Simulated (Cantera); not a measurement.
Charge: 1 mol CF4, 0.83 mol HCl, 0.59 mol H2, held at 0.0430 bar.

Method: chemical equilibrium by Gibbs-energy minimisation in Cantera with the NASA 1993 tables (ideal gas, pure condensed phases). Candidate condensed phases: C, C6H6, C7H8, C8H18; 118 gas species. Gases not in the tables: C2F6 and larger saturated fluorocarbons. Rates play no part.

x: gas mole fraction; n: condensed amount in mol.

```
T (K)   x HF  x CF4   x HCl     x Cl   x Cl2  n C(graphite)
-----  -----  -----  ------  -------  ------  -------------
1123   0.494  0.235   0.234  0.00168  0.0303          0.338
1173   0.510  0.229     [?]      [?]     [?]          0.350
1223   0.525  0.223   0.195  0.00617  0.0457          0.363
1273   0.540  0.217   0.175   0.0107  0.0521          0.376
1323   0.553  0.211   0.157   0.0174  0.0568          0.388
1373   0.564  0.205   0.139   0.0271  0.0597          0.400
1423   0.574  0.199   0.122   0.0401  0.0603          0.411
1473   0.582  0.193   0.105   0.0566  0.0585          0.422
1523   0.588  0.187     [?]      [?]  0.0544          0.432
1573   0.592  0.181  0.0756   0.0991  0.0484          0.442
1623   0.594  0.175  0.0625    0.123  0.0411          0.451
1673   0.596  0.170  0.0507    0.146  0.0333          0.459
1723   0.596  0.165  0.0405    0.168  0.0259          0.466
```

### Question
Some entries are withheld; supply them.

### Answer

- 1173, x HCl: 0.214
- 1173, x Cl: 0.00334
- 1173, x Cl2: 0.0383
- 1523, x HCl: 0.0900
- 1523, x Cl: 0.0766
